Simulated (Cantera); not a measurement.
Input: 1 mol MgCO3, 0.47 mol SO3, 0.58 mol CO2, equilibrated at 0.100 bar.

Cantera equilibrium calculation (NASA polynomials, part measured and part estimated; ideal gas, pure solids and liquids). Candidate condensed phases: C, Mg, MgCO3, MgO, MgS, MgSO4, S; 26 gas species. Mutual solubility and eutectic melting of coexisting phases are not modelled. The numbers say what is thermodynamically allowed, not how fast it happens.

Q: Which condensed phases are stable at each of these points (T (K)): 923, 973, 1023, 1073, 1123, 1173, 1223, 1273, 1323, 1373, 1423, 1473, 1523?

A: 
```
T (K)   condensed phases  Mg condensed (%)
-----  -----------------  ----------------
923    MgO(s) + MgSO4(s)             100.0
973    MgO(s) + MgSO4(s)             100.0
1023   MgO(s) + MgSO4(s)             100.0
1073   MgO(s) + MgSO4(s)             100.0
1123   MgO(s) + MgSO4(s)             100.0
1173              MgO(s)             100.0
1223              MgO(s)             100.0
1273              MgO(s)             100.0
1323              MgO(s)             100.0
1373              MgO(s)             100.0
1423              MgO(s)             100.0
1473              MgO(s)             100.0
1523              MgO(s)             100.0
```

From 923 K to 1123 K the condensed part is MgO(s) + MgSO4(s). From 1173 K to 1523 K the condensed part is MgO(s).
